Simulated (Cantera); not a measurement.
**Equilibrium for sublimation and decomposition of ceramics: BN + N2**

Feed: 1 mol BN, 0.2 mol N2, equilibrated at 0.133 bar.

These are equilibrium values from Cantera (NASA tables, ideal gas, pure condensed phases), not measurements of a reactor. Candidate condensed phases: B, BN; 5 gas species. Kinetics and transport are ignored.

From 1775 K to 2525 K the condensed part is BN(s). From 2675 K to 2975 K the condensed part is B(l).

| T (K) | log p N2 | log p B | log p BN | log p N | log p B2 | n BN(s) | n B(l) |
|---|---|---|---|---|---|---|---|
| 1775 | -0.88 | -11.06 | -11.17 | -11.07 | <-12 | 1.00 | 0 |
| 1925 | -0.88 | -9.22 | -9.53 | -9.97 | <-12 | 1.00 | 0 |
| 2075 | -0.88 | -7.65 | -8.13 | -9.03 | <-12 | 1.00 | 0 |
| 2225 | -0.88 | -6.29 | -6.92 | -8.21 | -11.47 | 1.000 | 0 |
| 2375 | -0.88 | -5.10 | -5.86 | -7.50 | -9.54 | 1.000 | 0 |
| 2525 | -0.88 | -4.06 | -4.93 | -6.87 | -7.84 | 1.000 | 0 |
| 2675 | -0.88 | -3.38 | -4.36 | -6.31 | -6.83 | 0 | 0.998 |
| 2825 | -0.88 | -2.87 | -3.93 | -5.82 | -6.11 | 0 | 0.992 |
| 2975 | -0.89 | -2.41 | -3.56 | -5.37 | -5.46 | 0 | 0.977 |
log p: log10 of the partial pressure in bar; n: condensed amount in mol.
